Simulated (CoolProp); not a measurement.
Vapour-liquid equilibrium of dimethyl ether (1) + 1-butene (2) at 249.1 K; x and y are mole fractions of (1).

Model: multi-fluid Helmholtz-energy mixture model, Wu 2011 and Lemmon 2005; pair parameters Bell 2016, in CoolProp.

```tsv
x	bubble pressure, mixture model (MPa)	bubble pressure, Raoult's law (MPa)	y, mixture model	y, Raoult's law
0.05	0.05249	0.05076	0.130	0.103
0.125	0.05886	0.05501	0.280	0.238
0.2	0.06468	0.05926	0.395	0.353
0.275	0.07001	0.06351	0.487	0.453
0.35	0.07488	0.06776	0.563	0.540
0.425	0.07935	0.07201	0.627	0.617
0.5	0.08346	0.07626	0.684	0.686
0.575	0.08726	0.08051	0.735	0.747
0.65	0.09079	0.08476	0.783	0.802
0.725	0.09410	0.08901	0.828	0.852
0.8	0.09720	0.09326	0.873	0.897
0.875	0.1001	0.09751	0.919	0.939
0.95	0.1029	0.1018	0.966	0.976
```

The largest gap from Raoult's law is +10.5 % in bubble pressure, at x = 0.35. No azeotrope shows between x = 0.05 and 0.95.

The pair parameters rest on a limited set of measurements; away from them the model extrapolates.
